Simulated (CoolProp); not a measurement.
The fluid at 298.15 K and 4.26 MPa is throttled through a valve to 2.4 MPa with no heat exchange. The same conditions are run with several fluids, on thermodynamics alone (safety and materials aside).

Model: reference Helmholtz-energy equation of state of each fluid (n-pentane: Thol 2019; fluoroethane (R161): Wu 2012; c-C4F8 (RC318): Platzer 1990; cis-2-butene: Lemmon 2005; ammonia: Gao 2020), in CoolProp. The equations of Platzer and Polt are older, rougher fits.

```json
[
 {"fluid": "n-pentane", "temperature change (K)": "+0.7", "final density (kg/m³)": "624"},
 {"fluid": "fluoroethane (R161)", "temperature change (K)": "+0.2", "final density (kg/m³)": "716"},
 {"fluid": "c-C4F8 (RC318)", "temperature change (K)": "+0.3", "final density (kg/m³)": "1510"},
 {"fluid": "cis-2-butene", "temperature change (K)": "+0.6", "final density (kg/m³)": "618"},
 {"fluid": "ammonia", "temperature change (K)": "+0.2", "final density (kg/m³)": "604"}
]
```
